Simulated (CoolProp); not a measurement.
Saturation properties of acetone (Tc = 508.1 K, pc = 4.692 MPa, ω = 0.307).

The numbers come from the reference Helmholtz-energy equation of state, Lemmon 2006 in CoolProp. It is a short technical equation, of lower accuracy than the large ones.

```tsv
T (K)	p (MPa)	vapour density (kg/m³)	liquid cp (kJ/(kg K))	surface tension (mN/m)
259.4	0.004287	0.1163	2.064	27.6
261.4	0.004826	0.1300	2.067	27.4
263.4	0.005423	0.1451	2.071	27.1
265.5	0.006115	0.1624	2.074	___
267.5	0.006842	0.1805	2.078	26.6
269.5	0.007640	0.2002	2.081	26.3
271.5	___	0.2217	2.085	26.1
273.5	___	0.2450	2.089	25.8
275.5	___	0.2703	2.093	25.6
277.5	0.01166	0.2977	2.097	25.3
279.6	0.01297	0.3289	2.101	25.1
281.6	0.01432	0.3611	2.105	24.8
283.6	0.01580	0.3958	2.110	24.5
285.6	0.01739	0.4332	2.114	24.3
```

Task: Complete the blanks.

Result: 
- 265.5, surface tension (mN/m): 26.9
- 271.5, p (MPa): 0.008515
- 273.5, p (MPa): 0.009473
- 275.5, p (MPa): 0.01052

It boils at 329.2 K under 1 atm.

Surface tension comes from a separate correlation (Mulero 2012).
